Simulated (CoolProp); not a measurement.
A single-stage vapour-compression cycle with R124: evaporating at 242.15 K (dew point), condensing at 263.15 K (bubble point), superheat 5 K, subcooling 5 K, compressor efficiency 0.65, no pressure losses. Each further row changes one setting.

Values from CoolProp's reference Helmholtz-energy equation of state, de Vries 1995.

| case | cooling COP | pressure ratio | discharge temperature (K) | refrigerating effect (kJ/kg) | volumetric capacity (kJ/m³) |
|---|---|---|---|---|---|
| as stated | 7.18 | 2.60 | 281.7 | 161 | 463 |
| evaporating temperature 247.15 K | 9.78 | 2.03 | 278.0 | 164 | ? |
| condensing temperature 258.15 K | 9.59 | 2.10 | 274.0 | 166 | 478 |
| subcooling 10 K | 7.41 | 2.60 | 281.7 | 166 | 478 |
| superheat 15 K | 7.17 | 2.60 | ? | ? | 462 |
| compressor efficiency 0.55 | 6.07 | 2.60 | 287.3 | 161 | 463 |

Task: Some entries are withheld; supply them.

Result: 
- evaporating temperature 247.15 K, volumetric capacity (kJ/m³): 593
- superheat 15 K, discharge temperature (K): 292.2
- superheat 15 K, refrigerating effect (kJ/kg): 168
